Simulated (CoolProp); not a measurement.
Saturated liquid density (kg/m³) of isopentane: the reference equation beside estimates from Tc = 460.3 K, pc = 3378 kPa, ω = 0.227. Rackett uses Z = 0.29056 − 0.08775 ω.

Values from CoolProp's reference Helmholtz-energy equation of state, Lemmon 2006. It is a short technical equation, of lower accuracy than the large ones.

```json
[
 {"T (K)": "226.5", "reference": "683.3", "Rackett": "690.9", "van der Waals": "419.3", "Redlich-Kwong": "622.9", "Soave-Redlich-Kwong": "633.2", "Peng-Robinson": "712.3"},
 {"T (K)": "245.3", "reference": "666.0", "Rackett": "673.6", "van der Waals": "409.7", "Redlich-Kwong": "606.9", "Soave-Redlich-Kwong": "619.1", "Peng-Robinson": "697.2"},
 {"T (K)": "264.2", "reference": "648.3", "Rackett": "655.4", "van der Waals": "399.4", "Redlich-Kwong": "589.5", "Soave-Redlich-Kwong": "603.5", "Peng-Robinson": "680.7"},
 {"T (K)": "283.1", "reference": "630.0", "Rackett": "636.6", "van der Waals": "388.5", "Redlich-Kwong": "570.8", "Soave-Redlich-Kwong": "586.5", "Peng-Robinson": "662.4"},
 {"T (K)": "301.9", "reference": "611.1", "Rackett": "616.9", "van der Waals": "376.9", "Redlich-Kwong": "550.7", "Soave-Redlich-Kwong": "567.9", "Peng-Robinson": "642.2"},
 {"T (K)": "320.8", "reference": "591.2", "Rackett": "596.1", "van der Waals": "364.5", "Redlich-Kwong": "528.7", "Soave-Redlich-Kwong": "547.3", "Peng-Robinson": "619.7"},
 {"T (K)": "339.7", "reference": "570.0", "Rackett": "573.9", "van der Waals": "351.0", "Redlich-Kwong": "504.7", "Soave-Redlich-Kwong": "524.3", "Peng-Robinson": "594.3"},
 {"T (K)": "358.5", "reference": "547.2", "Rackett": "550.2", "van der Waals": "336.4", "Redlich-Kwong": "478.5", "Soave-Redlich-Kwong": "498.6", "Peng-Robinson": "565.7"},
 {"T (K)": "377.4", "reference": "522.0", "Rackett": "524.3", "van der Waals": "320.1", "Redlich-Kwong": "449.2", "Soave-Redlich-Kwong": "469.3", "Peng-Robinson": "532.7"}
]
```

Absolute difference from the reference over all 9 rows, mean and median: Rackett 0.9 and 0.9 %, van der Waals 38.5 and 38.4 %, Redlich-Kwong 10.5 and 9.9 %, Soave-Redlich-Kwong 7.7 and 7.3 %, Peng-Robinson 4.3 and 4.7 %.
